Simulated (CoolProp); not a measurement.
CHF3 (R23) along the isobar 28 MPa: Z from the reference equation and from simpler models built on Tc = 299.3 K, pc = 4.832 MPa, ω = 0.263; each cubic takes its own stable root.

Model: reference Helmholtz-energy equation of state, Penoncello 2003, in CoolProp.

```
T (K)          phase  reference
-----  -------------  ---------
199.9         liquid     0.7985
224.9         liquid     0.7503
249.9         liquid     0.7178
274.9         liquid     0.6988
299.9  supercritical     0.6923
324.9  supercritical     0.6981
350    supercritical     0.7162
375    supercritical     0.7455
400    supercritical     0.7833
425    supercritical     0.8251
450    supercritical     0.8661
475    supercritical     0.9032
```

### Question
How far does each simpler model (van der Waals, Redlich-Kwong) lie from the reference over these 12 states: mean and median of the absolute difference, and the worst?

### Answer
- van der Waals: mean 35.8 %, median 37.6 %, worst +66.3 % at 199.9 K and 28 MPa
- Redlich-Kwong: mean 10.7 %, median 12.5 %, worst +17.9 % at 199.9 K and 28 MPa
